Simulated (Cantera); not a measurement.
Source: NASA polynomial tables (part measured, part estimated), evaluated in Cantera. Values are per mole of reaction as written; species without (g) are pure solids or liquids, kept so even where they would boil at 1 bar.

Q: Between 473 and 1073 K, where is each reaction favourable under standard conditions?
- SO₂(g) + CaO ⇌ Ca(g) + SO₃(g)

A: 
- SO₂(g) + CaO ⇌ Ca(g) + SO₃(g): ΔG° is 655 kJ at 473 K and 586 kJ at 1073 K; it stays positive (K < 1). ΔH° is 705 kJ and ΔS° 111 J/K at 1073 K.
